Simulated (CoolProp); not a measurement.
Vapour-liquid equilibrium of propane (1) + isobutane (2) at 328.6 K; x and y are mole fractions of (1).

The numbers come from the multi-fluid Helmholtz-energy mixture model, Lemmon 2009 and Bücker 2006; pair parameters Kunz 2012 in CoolProp.

Task: Give the bubble pressure and the first vapour's composition at x = 0.575, 0.65, 0.95. Is there an azeotrope?

Result: x = 0.575: 13.85 bar, y = 0.720; x = 0.65: 14.72 bar, y = 0.778; x = 0.95: 18.56 bar, y = 0.973. No azeotrope shows between x = 0.05 and 0.95.

The pair parameters rest on a limited set of measurements; away from them the model extrapolates.
